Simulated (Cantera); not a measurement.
An isothermal, constant-pressure homogeneous reactor starts with 9.48 % H2, 43.1 % O2, 47.4 % N2, equivalence ratio 0.11, at 1425 K and 0.00701 atm.

Model: the H2/O2 subset of GRI-Mech 3.0, which has no nitrogen chemistry, integrated in Cantera. Radical loss at walls, strong at low pressure, is not modelled. The temperature is held fixed by assumption; the heat of reaction is taken as removed at once.

One state of this run: x H2 = 3.21e-6; x O2 = 0.403; x H2O = 0.0994; x H = 3.80e-7; x OH = 0.000257. x: mole fraction; the columns are a selection and need not sum to one.

**Question.** Which value of t (s) does it belong to?
(A) 0.000805
(B) 0.0155
(C) 0.00579
(D) 15.5

**Answer.** D, 15.5
